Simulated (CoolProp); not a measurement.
Properties of dodecamethylpentasiloxane (MD3M) along the isotherm 126.85 °C (Tc = 354.9 °C, pc = 0.9540 MPa, ω = 0.730).

Model: reference Helmholtz-energy equation of state, Thol 2019, in CoolProp.

| p (MPa) | phase | cp (kJ/(kg K)) | cv (kJ/(kg K)) | speed of sound (m/s) | fugacity coefficient |
|---|---|---|---|---|---|
| 0.0151 | liquid | 1.936 | 1.681 | 644.8 | 0.2669 |
| 0.0255 | liquid | 1.936 | 1.681 | 644.9 | 0.1583 |
| 0.043 | liquid | 1.936 | 1.681 | 645.1 | 0.09414 |
| 0.0725 | liquid | 1.935 | 1.681 | 645.5 | 0.05608 |
| 0.122 | liquid | 1.935 | 1.681 | 646.1 | 0.03358 |
| 0.206 | liquid | 1.935 | 1.681 | 647.2 | 0.02014 |
| 0.348 | liquid | 1.935 | 1.681 | 648.9 | 0.01218 |
| 0.588 | liquid | 1.934 | 1.681 | 651.9 | 0.007471 |
| 0.992 | liquid | 1.933 | 1.681 | 656.8 | 0.004705 |
| 1.67 | liquid | 1.932 | 1.681 | 664.8 | 0.003093 |
| 2.83 | liquid | 1.929 | 1.681 | 678.2 | 0.002170 |
| 4.77 | liquid | 1.925 | 1.682 | 699.4 | 0.001717 |
